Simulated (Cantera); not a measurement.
Feed: 1 mol Si2Cl6, 5.9 mol NH3, 8.1 mol N2, at 0.00133 bar.

These are equilibrium values from Cantera (NASA tables, ideal gas, pure condensed phases), not measurements of a reactor. Candidate condensed phases: NH4Cl, Si, Si3N4; 28 gas species. The feed counts by its element totals alone. The tables' values for SiCl, SiCl3, SiN are old estimates; treat these amounts as uncertain. Gases not in the tables: Si2H6 and higher silanes. Kinetics and transport are ignored.

### Question
At 1873 K, list the 6 most abundant gas species with their mole fractions, and the condensed phases.

### Answer
N2 0.476, H2 0.327, HCl 0.0989, SiCl2 0.0772, H 0.0101, Si 0.00609. Condensed: gas only.
